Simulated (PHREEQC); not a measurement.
A solution holds 0.11 mol ZnSO4, 0.0027 mol MnCl2 and 0.00065 mol FeSO4 per kg of water, at 75 °C. Closed to the air; pH follows from the charge balance.

All values are PHREEQC results (ion-association model, phreeqc.dat), not measurements.

Precipitation was switched off in this run.

Problem. Order these Mn species by the share of Mn that they hold, largest first: MnSO4, Mn+2, MnCl+.

Solution. MnSO4 (54 %), Mn+2 (46 %), MnCl+ (0.23 %)

The pH is 5.04 and the ionic strength 0.218 mol/kgw. Constants without temperature data keep their 25 °C values here.
